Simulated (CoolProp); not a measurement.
CH2F2 (R32) along the isobar 6240 kPa: Z from the reference equation and from simpler models built on Tc = 78.1 °C, pc = 5783 kPa, ω = 0.277; each cubic takes its own stable root.

Computed with CoolProp (reference Helmholtz-energy equation of state, Tillner-Roth 1997).

```json
[
 {"T (°C)": "69.95", "phase": "liquid", "reference": "0.1533"},
 {"T (°C)": "77.65", "phase": "liquid", "reference": "0.1738"},
 {"T (°C)": "85.25", "phase": "supercritical", "reference": "0.4083"},
 {"T (°C)": "92.95", "phase": "supercritical", "reference": "0.5175"},
 {"T (°C)": "100.55", "phase": "supercritical", "reference": "0.5806"},
 {"T (°C)": "108.25", "phase": "supercritical", "reference": "0.6278"},
 {"T (°C)": "115.95", "phase": "supercritical", "reference": "0.6655"},
 {"T (°C)": "123.55", "phase": "supercritical", "reference": "0.6964"},
 {"T (°C)": "131.25", "phase": "supercritical", "reference": "0.7232"},
 {"T (°C)": "138.85", "phase": "supercritical", "reference": "0.7462"},
 {"T (°C)": "146.55", "phase": "supercritical", "reference": "0.7667"},
 {"T (°C)": "154.15", "phase": "supercritical", "reference": "0.7846"},
 {"T (°C)": "161.85", "phase": "supercritical", "reference": "0.8009"}
]
```

**Question.** How far does each simpler model (van der Waals, Redlich-Kwong, Soave-Redlich-Kwong, Peng-Robinson) lie from the reference over these 13 states: mean and median of the absolute difference, and the worst?

**Answer.** 
- van der Waals: mean 12.9 %, median 1.8 %, worst +78.9 % at 69.95 °C and 6240 kPa
- Redlich-Kwong: mean 8.1 %, median 0.8 %, worst +45.0 % at 77.65 °C and 6240 kPa
- Soave-Redlich-Kwong: mean 11.7 %, median 5.7 %, worst +44.5 % at 77.65 °C and 6240 kPa
- Peng-Robinson: mean 5.8 %, median 1.3 %, worst +31.1 % at 77.65 °C and 6240 kPa
